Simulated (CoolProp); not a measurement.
R245ca at several states: Z from the reference equation and from simpler models built on Tc = 174.4 °C, pc = 3.941 MPa, ω = 0.355; each cubic takes its own stable root.

Model: reference Helmholtz-energy equation of state, Zhou 2016, in CoolProp.

```csv
T (°C),p (MPa),phase,reference,van der Waals,Redlich-Kwong,Soave-Redlich-Kwong,Peng-Robinson
20.95,3.65,liquid,0.1423,0.2326,0.1608,…,0.1361
104.45,1.76,liquid,0.06469,0.7407,0.07769,0.07233,0.06377
123.85,0.0623,gas,0.9915,0.9937,0.9924,0.9919,0.9912
-19.45,3.46,liquid,0.1466,…,0.1651,0.1591,0.1413
59.75,1.65,liquid,0.06144,0.1018,…,…,0.05902
-29.75,0.0354,liquid,0.001545,0.9891,0.001746,0.001683,0.001495
```

Q: What belongs in the gaps?

A: 
- 20.95, Soave-Redlich-Kwong: 0.1536
- -19.45, van der Waals: 0.2419
- 59.75, Redlich-Kwong: 0.07088
- 59.75, Soave-Redlich-Kwong: 0.06682

At some of these states van der Waals gives the other phase, because its saturation line lies elsewhere.
